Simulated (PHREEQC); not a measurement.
A made-up water analysis in mg/L, 54 °C, pH 2.24, pe 12.7: Na 86.7; K 15.6; Ca 70.3; Mg 7.24; Cl 6.18; S(6) as SO4 955; F 0.0295; Li 0.792.

Valence states are taken as typed.

Equilibrium calculation in PHREEQC: ion-association model, wateq4f.dat.

Q: The ionic strength comes out as 0.0208 mol/kgw. What activity coefficients do LiSO4-, Na+, CaHSO4+, Ca+2, NaSO4- get?

A: LiSO4- 0.86, Na+ 0.86, CaHSO4+ 0.86, Ca+2 0.57, NaSO4- 0.87.

No solid was allowed to form. At this temperature some constants are extrapolated from 25 °C, and those without enthalpy data are left unchanged.
